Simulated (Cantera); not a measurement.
Charge: 1 mol Al, a varied amount of N₂O, 31 mol H₂, at 2023.15 K and 1900 Pa.

Equilibrium computed with Cantera from the NASA thermochemical tables; the gas is ideal and each condensed phase is pure. Candidate condensed phases: Al, AlN, Al₂O₃, H₂O; 35 gas species. The numbers say what is thermodynamically allowed, not how fast it happens.

x: gas mole fraction; n: condensed amount in mol.

```csv
n(N₂O) (mol),x H₂,x N₂,x H₂O,x O₂,x H,n Al₂O₃(s)
6.1,0.702,0.163,0.123,1.90e-7,0.0116,0.500
8.5,[?],[?],[?],[?],[?],0.500
12,[?],[?],[?],[?],[?],0.500
17,0.318,0.353,0.321,6.29e-6,0.00778,0.500
23,0.173,0.424,0.395,3.22e-5,0.00574,0.500
32,0.0185,0.503,0.466,0.00393,0.00188,0.500
45,0.00339,0.542,0.367,0.0724,0.000803,0.500
```

Problem. Fill in the missing entries.

Solution. 
- 8.5, x H₂: 0.599
- 8.5, x N₂: 0.214
- 8.5, x H₂O: 0.176
- 8.5, x O₂: 5.34e-7
- 8.5, x H: 0.0107
- 12, x H₂: 0.470
- 12, x N₂: 0.278
- 12, x H₂O: 0.242
- 12, x O₂: 1.65e-6
- 12, x H: 0.00945
